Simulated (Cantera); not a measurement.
Mixture: 23.9 % H₂, 16.0 % O₂, 60.1 % N₂, equivalence ratio 0.75, at 4.93 atm, adiabatic and at constant volume. Ignition delay is the time to a rise of 400 K.

Detailed kinetics in Cantera: GRI-Mech 3.0 (53 species, 325 reactions). The hydrogen kinetics of GRI-Mech 3.0 are dated; newer H2 mechanisms differ, most at raised pressure.

**Question.** At T0 = 1523 K, what is the delay, and which 7 reactions control it most (d ln τ / d ln k, from doubling and halving each rate constant)?

**Answer.** The delay is 2.55 µs.
| reaction | d ln τ / d ln k | faster rate |
|---|---|---|
| H + O2 <=> O + OH | -0.62 | shortens it |
| H2 + O <=> H + OH | -0.17 | shortens it |
| H2 + OH <=> H + H2O | -0.11 | shortens it |
| H + HO2 <=> H2 + O2 | -0.07 | shortens it |
| H + O2 + H2O <=> HO2 + H2O | -0.03 | shortens it |
| H + O2 + N2 <=> HO2 + N2 | 0.02 | lengthens it |
| H + HO2 <=> 2 OH | -0.01 | shortens it |
